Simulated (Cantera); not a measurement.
Input: 1 mol CH₂F₂, equilibrated at 2248.15 K and 13.3 mbar.

Equilibrium computed with Cantera from the NASA thermochemical tables; the gas is ideal and each condensed phase is pure. Candidate condensed phases: C, C₆H₆, C₇H₈, C₈H₁₈; 95 gas species. The numbers say what is thermodynamically allowed, not how fast it happens.

Base state: HF 0.995, F 0.00260, H 0.00157, H₂ 0.000604, CF₂ 7.22e-5, CF 3.56e-5 (mole fractions); condensed: C(graphite).

### Question
What changes in the equilibrium state with this change: temperature from 2248.15 K to 1748.15 K?

### Answer
```
species             before    after
----------------  --------  -------
HF                   0.995    1.000
F                  0.00260  4.90e-5
H₂                0.000604  2.66e-5
H                  0.00157  1.02e-5
CF                 3.56e-5  5.43e-8
CF₂                7.22e-5  6.19e-6
C(graphite), mol     1.000    1.000
```
